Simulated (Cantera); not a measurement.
Cantera run, input and output.

```python
import numpy as np
import cantera as ct

gas = ct.Solution("gri30.yaml")
gas.TPX = 1625, 110000, {'NO': 1, 'N2': 0.11}
inlet = ct.Reservoir(gas, clone=True)

reactor = ct.IdealGasConstPressureReactor(gas, energy="off", clone=False)
exhaust = ct.Reservoir(gas, clone=True)
tau = [29, 7.7, 2, 0.54, 0.14, 0.038, 0.01, 0.0027, 0.00072, 0.00019][0]
for a, b in ((inlet, reactor), (reactor, exhaust)):
    ct.MassFlowController(a, b, mdot=lambda t: reactor.mass / tau)
net = ct.ReactorNet([reactor])
show = ['NO', 'O2', 'N2', 'N2O', 'NO2', 'O']

rows = []
print(f"{'tau/s':>10s}{'T/K':>9s}" + "".join(f"{s:>11s}" for s in show))
for tau in [29, 7.7, 2, 0.54, 0.14, 0.038, 0.01, 0.0027, 0.00072, 0.00019]:
    net.initial_time = 0.0
    net.advance(30 * tau)
    before = gas.X
    net.advance(40 * tau)
    drift = np.max(np.abs(gas.X - before) / (gas.X + 1e-9))
    rows.append([gas.T, *gas[show].X, drift])
    print(f"{tau:10.3e}{gas.T:9.1f}" + "".join(f"{x:11.3e}" for x in gas[show].X))
```

It prints:

```
     tau/s      T/K         NO         O2         N2        N2O        NO2          O
 2.900e+01   1625.0  4.166e-01  2.408e-01  3.408e-01  6.270e-05  1.763e-03  9.268e-06
 7.700e+00   1625.0  6.229e-01  1.374e-01  2.375e-01  1.414e-04  2.003e-03  7.109e-06
 2.000e+00   1625.0  7.872e-01  5.552e-02  1.554e-01  2.277e-04  1.652e-03  4.723e-06
 5.400e-01   1625.0  8.639e-01  1.753e-02  1.171e-01  2.734e-04  1.120e-03  3.000e-06
 1.400e-01   1625.0  8.906e-01  4.485e-03  1.039e-01  2.797e-04  7.610e-04  2.053e-06
 3.800e-02   1625.0  8.979e-01  9.749e-04  1.003e-01  2.476e-04  5.605e-04  1.568e-06
 1.000e-02   1625.0  9.001e-01  1.148e-04  9.932e-02  1.655e-04  3.325e-04  1.039e-06
 2.700e-03   1625.0  9.007e-01  5.300e-06  9.913e-02  7.427e-05  1.113e-04  4.975e-07
 7.200e-04   1625.0  9.008e-01  2.175e-07  9.910e-02  2.412e-05  2.760e-05  2.718e-07
 1.900e-04   1625.0  9.009e-01  1.574e-08  9.910e-02  6.756e-06  6.835e-06  2.081e-07
```

Model: GRI-Mech 3.0 (53 species, 325 reactions), integrated in Cantera.
